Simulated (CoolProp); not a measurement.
Vapour-liquid equilibrium of hydrogen sulfide (1) + benzene (2) at 318.8 K; x and y are mole fractions of (1).

Model: multi-fluid Helmholtz-energy mixture model, Lemmon 2006 and Thol 2012; pair parameters Bell 2016, in CoolProp.

```
x     bubble pressure, mixture model (kPa)  bubble pressure, Raoult's law (kPa)  y, mixture model  y, Raoult's law
----  ------------------------------------  -----------------------------------  ----------------  ---------------
0.05                                 165.6                                191.0             0.817            0.848
0.15                                 431.5                                511.9             0.932            0.949
0.25                                 699.2                                832.7               ___            0.972
0.35                                 975.6                                 1154             0.973            0.983
0.45                                  1266                                 1474             0.981            0.989
0.55                                  1574                                 1795             0.986            0.992
0.65                                  1901                                 2116             0.990            0.995
0.75                                  2249                                 2437             0.993            0.997
0.85                                   ___                                 2758             0.996            0.998
0.95                                  3020                                 3079               ___            1.000
```

Task: Some entries are withheld; supply them.

Result: 
- 0.25, y, mixture model: 0.960
- 0.85, bubble pressure, mixture model (kPa): 2620
- 0.95, y, mixture model: 0.999

The largest gap from Raoult's law is -16.0 % in bubble pressure, at x = 0.25. No azeotrope shows between x = 0.05 and 0.95.

Pair parameters are fitted to limited data, so mixtures are less certain than the pure fluids.
